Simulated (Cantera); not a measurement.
Source: NASA polynomial tables (part measured, part estimated), evaluated in Cantera. Values are per mole of reaction as written; species without (g) are pure solids or liquids, kept so even where they would boil at 1 bar.

CS₂(g) + Fe + 3 CH₄(g) = 4 CH₃(g) + FeS₂

| T (K) | ΔH° (kJ) | ΔS° (J/K) | ΔG° (kJ) | log10 K |
|---|---|---|---|---|
| 373 | ___ | ___ | ___ | ___ |
| 423 | 527.6 | 17.7 | 520.1 | -64.22 |
| 473 | 529.3 | 21.5 | 519.1 | -57.33 |
| 523 | 530.8 | 24.5 | 518.0 | -51.73 |
| 573 | ___ | ___ | ___ | ___ |
| 623 | 533.2 | 28.8 | 515.3 | -43.20 |
| 673 | ___ | ___ | ___ | ___ |

Task: What belongs in the gaps?

Result: 
- 373, ΔH° (kJ): 525.8
- 373, ΔS° (J/K): 13.1
- 373, ΔG° (kJ): 520.9
- 373, log10 K: -72.94
- 573, ΔH° (kJ): 532.1
- 573, ΔS° (J/K): 26.9
- 573, ΔG° (kJ): 516.7
- 573, log10 K: -47.10
- 673, ΔH° (kJ): 534.1
- 673, ΔS° (J/K): 30.2
- 673, ΔG° (kJ): 513.8
- 673, log10 K: -39.88
